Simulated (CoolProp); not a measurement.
Model: reference Helmholtz-energy equation of state, Gao 2020, in CoolProp.

Task: For ammonia, give the phase and the Z, isothermal compressibility (1/MPa) at 419.3 K and 37.9 bar; 419.3 K and 189 bar.

Result: 
- 419.3 K and 37.9 bar: gas; Z 0.882, isothermal compressibility 0.302
- 419.3 K and 189 bar: supercritical; Z 0.253, isothermal compressibility 0.0293
